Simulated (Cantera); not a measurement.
An isothermal, constant-pressure homogeneous reactor starts with C2H6 : N2 = 1 : 17 (molar parts), at 1400 K and 72.8 Torr. Integrator tolerance rtol = 1e-08.

Detailed kinetics in Cantera: GRI-Mech 3.0 (53 species, 325 reactions). GRI-Mech 3.0 stops at C3 and has no aromatics, soot or wall deposition, so with more carbon than oxygen in the feed, carbon stays in small species such as C2H2 where larger ones or solid carbon would form.

Task: What does this change do: temperature 1400 to 1925 K?

Result: 
```json
[
 {"quantity": "x(C2H6) at 4.00 s", "before": "1.68e-6 (gas-phase equilibrium 2.96e-8)", "after": "1.90e-11 (gas-phase equilibrium 9.68e-12)"},
 {"quantity": "x(CH3) at 4.00 s", "before": "1.07e-5 (gas-phase equilibrium 1.15e-6)", "after": "2.03e-6 (gas-phase equilibrium 1.72e-6)"},
 {"quantity": "x(H2) at 4.00 s", "before": "0.0804 (gas-phase equilibrium 0.0983)", "after": "0.0994 (gas-phase equilibrium 0.0995)"},
 {"quantity": "x(HCN) at 4.00 s", "before": "7.67e-8 (gas-phase equilibrium 0.0581)", "after": "0.000183 (gas-phase equilibrium 0.0713)"},
 {"quantity": "x(C2H2) at 4.00 s", "before": "0.0435 (gas-phase equilibrium 0.0203)", "after": "0.0499 (gas-phase equilibrium 0.0143)"},
 {"quantity": "x(C2H4) at 4.00 s", "before": "0.000298 (gas-phase equilibrium 0.000159)", "after": "4.98e-6 (gas-phase equilibrium 1.43e-6)"},
 {"quantity": "x(C2H) at 4.00 s", "before": "1.63e-9 (gas-phase equilibrium 9.85e-10)", "after": "7.00e-6 (gas-phase equilibrium 2.01e-6)"}
]
```

Task: What does this change do: temperature 1400 to 1375 K?

Result: 
```
quantity                                              before                                      after
-----------------  -----------------------------------------  -----------------------------------------
x(C2H6) at 4.00 s    1.68e-6 (gas-phase equilibrium 2.96e-8)    1.40e-6 (gas-phase equilibrium 4.97e-8)
x(CH3) at 4.00 s     1.07e-5 (gas-phase equilibrium 1.15e-6)    7.29e-6 (gas-phase equilibrium 1.11e-6)
x(H2) at 4.00 s        0.0804 (gas-phase equilibrium 0.0983)      0.0809 (gas-phase equilibrium 0.0976)
x(HCN) at 4.00 s      7.67e-8 (gas-phase equilibrium 0.0581)     4.57e-8 (gas-phase equilibrium 0.0571)
x(C2H2) at 4.00 s      0.0435 (gas-phase equilibrium 0.0203)      0.0436 (gas-phase equilibrium 0.0206)
x(C2H4) at 4.00 s  0.000298 (gas-phase equilibrium 0.000159)  0.000398 (gas-phase equilibrium 0.000215)
x(C2H) at 4.00 s    1.63e-9 (gas-phase equilibrium 9.85e-10)  9.64e-10 (gas-phase equilibrium 5.89e-10)
```

Task: What does this change do: temperature 1400 to 1223 K?

Result: 
```
quantity                                              before                                      after
-----------------  -----------------------------------------  -----------------------------------------
x(C2H6) at 4.00 s    1.68e-6 (gas-phase equilibrium 2.96e-8)    1.04e-5 (gas-phase equilibrium 1.28e-6)
x(CH3) at 4.00 s     1.07e-5 (gas-phase equilibrium 1.15e-6)    1.36e-6 (gas-phase equilibrium 7.10e-7)
x(H2) at 4.00 s        0.0804 (gas-phase equilibrium 0.0983)      0.0748 (gas-phase equilibrium 0.0834)
x(HCN) at 4.00 s      7.67e-8 (gas-phase equilibrium 0.0581)    8.31e-10 (gas-phase equilibrium 0.0475)
x(C2H2) at 4.00 s      0.0435 (gas-phase equilibrium 0.0203)      0.0327 (gas-phase equilibrium 0.0200)
x(C2H4) at 4.00 s  0.000298 (gas-phase equilibrium 0.000159)     0.0139 (gas-phase equilibrium 0.00137)
x(C2H) at 4.00 s    1.63e-9 (gas-phase equilibrium 9.85e-10)  5.88e-11 (gas-phase equilibrium 1.53e-11)
```
